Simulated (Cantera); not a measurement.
A closed system holds: 1 mol CuO, 28 mol HF, 0.11 mol O₂, held at 58.0 mbar.

Method: chemical equilibrium by Gibbs-energy minimisation in Cantera with the NASA 1993 tables (ideal gas, pure condensed phases). Candidate condensed phases: Cu, CuF₂, CuO, Cu(OH)₂, Cu₂O, H₂O; 27 gas species. Rates play no part.

Problem. What share of the Cu ends up in condensed phases as a function of T (K), at 898, 998, 1098, 1198, 1298, 1398, 1498, 1598, 1698, 1798, 1898?

Solution. 
```csv
T (K),Cu condensed (%),as
898,100.0,CuF₂(s) + CuO(s)
998,99.4,CuF₂(s) + CuO(s)
1098,97.6,Cu₂O(s)
1198,94.0,Cu₂O(s)
1298,84.1,Cu₂O(s)
1398,61.2,Cu₂O(s)
1498,14.9,Cu₂O(s)
1598,0.0,-
1698,0.0,-
1798,0.0,-
1898,0.0,-
```
